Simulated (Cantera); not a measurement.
Cantera run:

```python
import numpy as np
import cantera as ct

gas_names = """
    Cu CuO Cu2 H HO2 H2 H2O H2O2 O OH O2 O3
""".split()
cond_names = """
    Cu(cr) Cu(L) CuO(s) CuO2H2(s) Cu2O(s) Cu2O(L) H2O(s) H2O(L)
""".split()


# ... load() reads the species with a 1 bar reference pressure and builds the phases ...
atoms = {
    'CuO': {'Cu': 1, 'O': 1},
    'H2': {'H': 2},
}
top_T = {'CuO(s)': 1390}  # K; cautious upper limits of use, not melting points


# ... equilibrate(T, P, feed) seeds the gas with the atoms and calls Mixture.equilibrate('TP', solver="vcs", rtol=1e-11, max_steps=5000) ...
results = []
feed = {'CuO': 1, 'H2': 8.5}  # mol
for P in [10, 36, 130, 460, 1700, 6000, 22000, 77000, 280000, 1000000]:
    for T in [1275, 1325, 1375, 1425, 1475, 1525, 1575, 1625, 1675, 1725, 1775]:
        mix = equilibrate(T, P, feed)
        results.append((T, P, feed, dict(zip(mix.species_names, mix.species_moles))))

for T, P, feed, n in results:
    print(f"{T:7g} {P:10.4g}  " + (" + ".join(c for c in cond_names if n.get(c, 0) > 1e-12) or "gas only"))
```

Result:

```
   1275         10  Cu(cr)
   1325         10  Cu(cr)
   1375         10  Cu(L)
   1425         10  Cu(L)
   1475         10  Cu(L)
   1525         10  gas only
   1575         10  gas only
   1625         10  gas only
   1675         10  gas only
   1725         10  gas only
   1775         10  gas only
   1275         36  Cu(cr)
   1325         36  Cu(cr)
   1375         36  Cu(L)
   1425         36  Cu(L)
   1475         36  Cu(L)
   1525         36  Cu(L)
   1575         36  Cu(L)
   1625         36  gas only
   1675         36  gas only
   1725         36  gas only
   1775         36  gas only
   1275        130  Cu(cr)
   1325        130  Cu(cr)
   1375        130  Cu(L)
   1425        130  Cu(L)
   1475        130  Cu(L)
   1525        130  Cu(L)
   1575        130  Cu(L)
   1625        130  Cu(L)
   1675        130  Cu(L)
   1725        130  gas only
   1775        130  gas only
   1275        460  Cu(cr)
   1325        460  Cu(cr)
   1375        460  Cu(L)
   1425        460  Cu(L)
   1475        460  Cu(L)
   1525        460  Cu(L)
   1575        460  Cu(L)
   1625        460  Cu(L)
   1675        460  Cu(L)
   1725        460  Cu(L)
   1775        460  Cu(L)
   1275       1700  Cu(cr)
   1325       1700  Cu(cr)
   1375       1700  Cu(L)
   1425       1700  Cu(L)
   1475       1700  Cu(L)
   1525       1700  Cu(L)
   1575       1700  Cu(L)
   1625       1700  Cu(L)
   1675       1700  Cu(L)
   1725       1700  Cu(L)
   1775       1700  Cu(L)
   1275       6000  Cu(cr)
   1325       6000  Cu(cr)
   1375       6000  Cu(L)
   1425       6000  Cu(L)
   1475       6000  Cu(L)
   1525       6000  Cu(L)
   1575       6000  Cu(L)
   1625       6000  Cu(L)
   1675       6000  Cu(L)
   1725       6000  Cu(L)
   1775       6000  Cu(L)
   1275    2.2e+04  Cu(cr)
   1325    2.2e+04  Cu(cr)
   1375    2.2e+04  Cu(L)
   1425    2.2e+04  Cu(L)
   1475    2.2e+04  Cu(L)
   1525    2.2e+04  Cu(L)
   1575    2.2e+04  Cu(L)
   1625    2.2e+04  Cu(L)
   1675    2.2e+04  Cu(L)
   1725    2.2e+04  Cu(L)
   1775    2.2e+04  Cu(L)
   1275    7.7e+04  Cu(cr)
   1325    7.7e+04  Cu(cr)
   1375    7.7e+04  Cu(L)
   1425    7.7e+04  Cu(L)
   1475    7.7e+04  Cu(L)
   1525    7.7e+04  Cu(L)
   1575    7.7e+04  Cu(L)
   1625    7.7e+04  Cu(L)
   1675    7.7e+04  Cu(L)
   1725    7.7e+04  Cu(L)
   1775    7.7e+04  Cu(L)
   1275    2.8e+05  Cu(cr)
   1325    2.8e+05  Cu(cr)
   1375    2.8e+05  Cu(L)
   1425    2.8e+05  Cu(L)
   1475    2.8e+05  Cu(L)
   1525    2.8e+05  Cu(L)
   1575    2.8e+05  Cu(L)
   1625    2.8e+05  Cu(L)
   1675    2.8e+05  Cu(L)
   1725    2.8e+05  Cu(L)
   1775    2.8e+05  Cu(L)
   1275      1e+06  Cu(cr)
   1325      1e+06  Cu(cr)
   1375      1e+06  Cu(L)
   1425      1e+06  Cu(L)
   1475      1e+06  Cu(L)
   1525      1e+06  Cu(L)
   1575      1e+06  Cu(L)
   1625      1e+06  Cu(L)
   1675      1e+06  Cu(L)
   1725      1e+06  Cu(L)
   1775      1e+06  Cu(L)
```

Method: chemical equilibrium by Gibbs-energy minimisation in Cantera with the NASA 1993 tables (ideal gas, pure condensed phases).
